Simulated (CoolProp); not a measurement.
A closed Brayton cycle with carbon dioxide: compressor inlet 307.15 K and 7.9 MPa, high pressure 16.4 MPa, turbine inlet 970 K, compressor efficiency 0.89, turbine efficiency 0.93, recuperator effectiveness 0.9 (on enthalpy, no pinch check). Each further row changes one setting.

Computed with CoolProp (reference Helmholtz-energy equation of state, Span 1996).

```tsv
case	thermal efficiency (%)	net work (kJ/kg)	compressor to turbine work	compressor exit (K)	turbine exit (K)
as stated	(withheld)	103	0.14	338.5	869.3
turbine inlet 920 K	(withheld)	96.2	(withheld)	338.5	822.8
compressor inlet 317.15 K	36.1	(withheld)	0.26	(withheld)	869.3
high pressure 13.9 MPa	30.4	(withheld)	(withheld)	331.4	891.5
recuperator effectiveness 0.5	(withheld)	103	0.14	338.5	869.3
```

Some entries are withheld; supply them.


- as stated, thermal efficiency (%): 34.5
- turbine inlet 920 K, thermal efficiency (%): 33.6
- turbine inlet 920 K, compressor to turbine work: 0.15
- compressor inlet 317.15 K, net work (kJ/kg): 89.3
- compressor inlet 317.15 K, compressor exit (K): 374.0
- high pressure 13.9 MPa, net work (kJ/kg): 81.4
- high pressure 13.9 MPa, compressor to turbine work: 0.13
- recuperator effectiveness 0.5, thermal efficiency (%): 18.7
